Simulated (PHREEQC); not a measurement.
Solution (20 °C): 0.0011 mol/kgw Ca(HCO3)2, 0.0032 mol/kgw CO2 and 0.00011 mol/kgw H4SiO4. Closed to the air; pH follows from the charge balance.

Equilibrium calculation in PHREEQC: ion-association model, phreeqc.dat.

```
Quantity                       Result
--------------------  ---------------
pH                               6.19
ionic strength        0.00326 mol/kgw
specific conductance        187 µS/cm
total alkalinity          2.20 meq/kg
```

```json
[
 {"species": "CO2", "molality": "0.00320", "activity": "0.00320", "log γ": "0.000"},
 {"species": "HCO3-", "molality": "0.00218", "activity": "0.00205", "log γ": "-0.026"},
 {"species": "Ca+2", "molality": "0.00108", "activity": "0.000847", "log γ": "-0.105"},
 {"species": "H4SiO4", "molality": "0.000110", "activity": "0.000110", "log γ": "0.000"},
 {"species": "CaHCO3+", "molality": "2.16e-5", "activity": "2.03e-5", "log γ": "-0.026"},
 {"species": "H+", "molality": "6.86e-7", "activity": "6.48e-7", "log γ": "-0.025"},
 {"species": "CaCO3", "molality": "1.73e-7", "activity": "1.73e-7", "log γ": "0.000"},
 {"species": "CO3-2", "molality": "1.70e-7", "activity": "1.33e-7", "log γ": "-0.105"},
 {"species": "(CO2)2", "molality": "1.59e-7", "activity": "1.59e-7", "log γ": "0.000"}
]
```

This is a speciation only: nothing precipitates in the calculation. Examples of supersaturated solids here: Quartz (slow to form). Others may be too.
